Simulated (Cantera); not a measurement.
A Cantera script and what it prints.

```python
import numpy as np
import cantera as ct

gas_names = [...]  # 109 gases of nasa_gas.yaml made of C, Cl, H, Si
cond_names = """
    C(gr) C6H6(L) C7H8(L) C8H18(L),n-octa Si(cr) Si(L) SiC(b)
""".split()


# ... load() reads the species with a 1 bar reference pressure and builds the phases ...
atoms = {
    'CH3SiCl3': {'C': 1, 'H': 3, 'Si': 1, 'CL': 3},
    'C3H8': {'C': 3, 'H': 8},
    'H2': {'H': 2},
    'C2H2': {'C': 2, 'H': 2},
}
top_T = {'C(gr)': 4500, 'SiC(b)': 3050}  # K; cautious upper limits of use, not melting points


# ... equilibrate(T, P, feed) seeds the gas with the atoms and calls Mixture.equilibrate('TP', solver="vcs", rtol=1e-11, max_steps=5000) ...
results = []
feed = {'CH3SiCl3': 1, 'C3H8': 0.32, 'H2': 3.4, 'C2H2': 0.0055}  # mol
P = 1333.22  # Pa
for T in [1700, 1775, 1850, 1925, 2000, 2075, 2150, 2225, 2300, 2375, 2450, 2525]:
    mix = equilibrate(T, P, feed)
    results.append((T, P, feed, dict(zip(mix.species_names, mix.species_moles))))

top = {s: max(r[3][s] / sum(r[3][g] for g in gas_names) for r in results) for s in gas_names}
cols = sorted((s for s in top if top[s] > 0.0001), key=lambda s: -top[s])[:6]
seen = [c for c in cond_names if any(r[3].get(c, 0) > 1e-12 for r in results)]
print("log10 of partial pressures in bar; condensed amounts in mol")
print(f"{'T/K':>10s}" + "".join(f"{s[:9]:>10s}" for s in cols + seen))
for T, P, feed, n in results:
    ng = sum(n[g] for g in gas_names)
    print(f"{T:10.4g}" + "".join(f"{np.log10(max(n[s] / ng * P / 1e5, 1e-99)):10.3f}" for s in cols)
          + "".join(f"{n.get(c, 0):10.4g}" for c in seen))
```

It prints:

```
log10 of partial pressures in bar; condensed amounts in mol
       T/K        H2       HCL         H        CL        Si     SiCL2     C(gr)    SiC(b)
      1700    -2.082    -2.313    -4.873    -5.213    -7.997    -3.818     1.062     0.908
      1775    -2.080    -2.320    -4.579    -4.932    -7.327    -3.722     1.083    0.8869
      1850    -2.079    -2.328    -4.308    -4.677    -6.712    -3.638     1.105    0.8637
      1925    -2.079    -2.339    -4.059    -4.442    -6.146    -3.566     1.128    0.8388
      2000    -2.079    -2.350    -3.828    -4.228    -5.622    -3.504     1.151     0.812
      2075    -2.081    -2.365    -3.615    -4.031    -5.137    -3.451     1.176    0.7821
      2150    -2.085    -2.382    -3.418    -3.850    -4.686    -3.409     1.204    0.7451
      2225    -2.093    -2.404    -3.235    -3.685    -4.266    -3.377     1.243    0.6905
      2300    -2.107    -2.433    -3.068    -3.536    -3.874    -3.358     1.308    0.5924
      2375    -2.131    -2.474    -2.916    -3.404    -3.506    -3.357     1.433     0.388
      2450    -2.172    -2.526    -2.783    -3.286    -3.194    -3.398     1.643         0
      2525    -2.215    -2.539    -2.660    -3.136    -3.142    -3.603     1.536         0
```

Equilibrium computed with Cantera from the NASA thermochemical tables; the gas is ideal and each condensed phase is pure. The feed counts by its element totals alone. The tables' values for SiCl, SiCl3 are old estimates; treat these amounts as uncertain. Gases not in the tables: Si2H6 and higher silanes.
